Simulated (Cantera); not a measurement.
Input (Python, Cantera) and output of one run.

```python
import numpy as np
import cantera as ct

gas_names = """
    CL CLF CLF3 CLO CL2 F FO FO2 F2 F2O H HCL HF HNO HNO2 HNO3 HOCL HOF HO2 H2 H2F2 H2O H2O2 H3F3 H4F4
    H5F5 H6F6 H7F7 N NF NF2 NF3 NH NH2 NH3 NH2OH NO NO2 NO3 N2 N2H2 N2H4 N2O O OH O2 O3 Si SiCL SiCL2
    SiCL3 SiCL4 SiF SiF2 SiF3 SiF4 SiH SiHCL3 SiHF3 SiH2 SiH2CL2 SiH2F2 SiH3 SiH3CL SiH3F SiH4 SiN SiO
    SiO2 Si2 Si2N Si3
""".split()
cond_names = """
    H2O(s) H2O(L) NH4CL(a) NH4CL(b) Si(cr) Si(L) SiO2(Lqz) SiO2(hqz) SiO2(L) Si2N2O(s) Si3N4(a)
""".split()


def load(file, names, dense=False):
    # The tables refer to 1 bar. Condensed volumes are neglected.
    table = {s.name: s for s in ct.Species.list_from_file(file)}
    out = []
    for n in names:
        d = dict(table[n].input_data)
        d["thermo"] = dict(d["thermo"], **{"reference-pressure": 1e5})
        if dense:
            d["equation-of-state"] = {"model": "constant-volume", "density": "1e6 g/cm^3"}
        out.append(ct.Species.from_dict(d))
    return out


gas = ct.Solution(thermo="ideal-gas", species=load("nasa_gas.yaml", gas_names))
cond = {s.name: ct.Solution(thermo="fixed-stoichiometry", species=[s], name=s.name)
        for s in load("nasa_condensed.yaml", cond_names, dense=True)}
atoms = {
    'SiO2': {'Si': 1, 'O': 2},
    'HCl': {'H': 1, 'CL': 1},
    'O2': {'O': 2},
    'NF3': {'N': 1, 'F': 3},
}
top_T = {'Si2N2O(s)': 2100, 'Si3N4(a)': 2400}  # K; cautious upper limits of use, not melting points


def equilibrate(T, P, feed):
    n = {}
    for name, mol in feed.items():
        for a, k in atoms[name].items():
            n[a] = n.get(a, 0.0) + k * mol
    gas.TPX = T, P, n
    mass = sum(n.values()) * gas.mean_molecular_weight
    gas.equilibrate("TP")
    valid = [c for c in cond.values() if c.min_temp <= T <= top_T.get(c.name, c.max_temp)]
    mix = ct.Mixture([(gas, mass / gas.mean_molecular_weight)] + [(c, 0.0) for c in valid])
    mix.T, mix.P = T, P
    mix.equilibrate("TP", solver="vcs", rtol=1e-11, max_steps=5000)
    return mix


results = []
T = 1250  # K
P = 133.322  # Pa
for m in [8, 10, 14, 18, 23, 30, 39]:
    feed = {'SiO2': 1, 'HCl': m, 'O2': 9.5, 'NF3': 3.8}  # mol
    mix = equilibrate(T, P, feed)
    results.append((T, P, feed, dict(zip(mix.species_names, mix.species_moles))))

top = {s: max(r[3][s] / sum(r[3][g] for g in gas_names) for r in results) for s in gas_names}
cols = sorted((s for s in top if top[s] > 0.0001), key=lambda s: -top[s])[:5]
seen = [c for c in cond_names if any(r[3].get(c, 0) > 1e-12 for r in results)]
print("log10 of partial pressures in bar; condensed amounts in mol")
print(f"{'n(HCl)':>10s}" + "".join(f"{s[:9]:>10s}" for s in cols + seen))
for T, P, feed, n in results:
    ng = sum(n[g] for g in gas_names)
    print(f"{feed['HCl']:10.4g}" + "".join(f"{np.log10(max(n[s] / ng * P / 1e5, 1e-99)):10.3f}" for s in cols)
          + "".join(f"{n.get(c, 0):10.4g}" for c in seen))
```

Result:

```
log10 of partial pressures in bar; condensed amounts in mol
    n(HCl)       HCL        O2        HF       CL2        N2 SiO2(hqz)
         8    -4.512    -3.269    -3.421    -3.845    -4.012         0
        10    -3.909    -3.302    -3.454    -3.881    -4.044         0
        14    -3.565    -3.361    -3.512    -3.946    -4.103         0
        18    -3.413    -3.413    -3.564    -4.000    -4.154         0
        23    -3.304    -3.471    -3.620    -4.058    -4.211         0
        30    -3.226    -3.549    -3.654    -4.088    -4.280    0.1588
        39    -3.168    -3.638    -3.673    -4.104    -4.356    0.4357
```

Cantera equilibrium calculation (NASA polynomials, part measured and part estimated; ideal gas, pure solids and liquids). The tables hold silica as quartz up to 1696 K and as liquid above; real silica turns to tridymite and cristobalite and melts near 1996 K.
